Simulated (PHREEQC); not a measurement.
## Alkaline etch or developer (model solution)

Dissolve 0.036 mol/kgw NaOH, 6.2e-06 mol/kgw CO2, 0.1 mol/kgw (CH3)4NCl and 0.19 mol/kgw TMAH at 25 °C. Closed to the air; pH follows from the charge balance.

All values are PHREEQC results (ion-association model, phreeqc.dat), not measurements.

```
Item                       Value
-----------------  -------------
pH                         13.18
ionic strength     0.326 mol/kgw
activity of water          0.989
total alkalinity      226 meq/kg
```

```json
[
 {"species": "(CH3)4N+", "molality": "0.290", "activity": "0.198", "log γ": "-0.166"},
 {"species": "OH-", "molality": "0.226", "activity": "0.151", "log γ": "-0.176"},
 {"species": "Cl-", "molality": "0.100", "activity": "0.0680", "log γ": "-0.168"},
 {"species": "Na+", "molality": "0.0360", "activity": "0.0262", "log γ": "-0.138"},
 {"species": "CO3-2", "molality": "5.27e-6", "activity": "1.39e-6", "log γ": "-0.579"},
 {"species": "NaCO3-", "molality": "9.26e-7", "activity": "6.78e-7", "log γ": "-0.135"},
 {"species": "HCO3-", "molality": "2.75e-9", "activity": "1.97e-9", "log γ": "-0.145"}
]
```

No solid was allowed to form. (CH3)4N+ isn't in the database: it is added as a free cation with an ion size of 4 Å.
